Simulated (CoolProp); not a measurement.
Fluorine along the isobar 4.19 MPa: fugacity coefficient from the reference equation and from simpler models built on Tc = 144.4 K, pc = 5.240 MPa, ω = 0.045; each cubic takes its own stable root.

Values from CoolProp's reference Helmholtz-energy equation of state, de Reuck 1990.

| T (K) | phase | reference |
|---|---|---|
| 63.3 | liquid | 0.0009176 |
| 71.4 | liquid | 0.004262 |
| 79.6 | liquid | 0.01413 |
| 87.8 | liquid | 0.03627 |
| 95.9 | liquid | 0.07654 |
| 104.1 | liquid | 0.1414 |
| 112.3 | liquid | 0.2339 |
| 120.5 | liquid | 0.3541 |
| 128.6 | liquid | 0.4966 |
| 136.8 | liquid | 0.6564 |
| 145 | gas | 0.7432 |
| 153.2 | gas | 0.7856 |
| 161.3 | gas | 0.8184 |
| 169.5 | gas | 0.8452 |

Q: How far does each simpler model (van der Waals, Redlich-Kwong, Soave-Redlich-Kwong, Peng-Robinson) lie from the reference over these 14 states: mean and median of the absolute difference, and the worst?

A: 
- van der Waals: mean 263.4 %, median 51.9 %, worst +1772.3 % at 63.3 K and 4.19 MPa
- Redlich-Kwong: mean 9.2 %, median 2.2 %, worst -51.5 % at 63.3 K and 4.19 MPa
- Soave-Redlich-Kwong: mean 1.3 %, median 1.3 %, worst +2.1 % at 112.3 K and 4.19 MPa
- Peng-Robinson: mean 3.3 %, median 2.7 %, worst +12.5 % at 63.3 K and 4.19 MPa

At some of these states van der Waals gives the other phase, because its saturation line lies elsewhere.
